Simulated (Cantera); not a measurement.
**Halide evaporation, hydrolysis and transport: MgCl2 + H2**

Charge: 1 mol MgCl2, 9.8 mol H2, held at 1600 K and 0.250 bar.

Method: chemical equilibrium by Gibbs-energy minimisation in Cantera with the NASA 1993 tables (ideal gas, pure condensed phases). Candidate condensed phases: Mg, MgCl2; 10 gas species. The tables' values for MgH are old estimates; treat these amounts as uncertain. Kinetics and transport are ignored.

| Item | Value |
|---|---|
| x(H2) | 0.899 |
| x(MgCl2) | 0.0876 |
| x(HCl) | 0.00873 |
| x(Mg) | 0.00415 |
| x(MgCl) | 0.000393 |
| x(H) | 0.000103 |
| x(MgH) | 2.25e-5 |
| gas amount | 10.85 mol |
| log10 activity of Mg(l) (absent) | -3.70 |
